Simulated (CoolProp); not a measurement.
A simple Rankine cycle with water: condensing at 332.15 K, boiler at 0.463 MPa, turbine inlet 427.1 K, turbine efficiency 0.9, pump efficiency 0.8, no recuperator. Each further row changes one setting.

Values from CoolProp's reference Helmholtz-energy equation of state, Wagner 2002.

| case | thermal efficiency (%) | net work (kJ/kg) | heat in (kJ/kg) | turbine exit temperature (K) | volume ratio over the turbine |
|---|---|---|---|---|---|
| as stated | 17.8 | (withheld) | 2510 | 332.1 | 17.1 |
| turbine inlet 447.1 K | 17.9 | 457 | 2550 | 332.1 | 16.5 |
| condensing temperature 324.15 K | 19.3 | 492 | 2540 | 324.2 | (withheld) |
| boiler pressure 0.324 MPa | (withheld) | 403 | (withheld) | 332.1 | 12.1 |
| turbine efficiency 0.8 | 15.9 | 398 | 2510 | 332.1 | 17.5 |

Task: Some entries are withheld; supply them.

Result: 
- as stated, net work (kJ/kg): 448
- condensing temperature 324.15 K, volume ratio over the turbine: 24.2
- boiler pressure 0.324 MPa, thermal efficiency (%): 16.0
- boiler pressure 0.324 MPa, heat in (kJ/kg): 2520

The expansion ends wet for: as stated; turbine inlet 447.1 K; condensing temperature 324.15 K; boiler pressure 0.324 MPa; turbine efficiency 0.8.
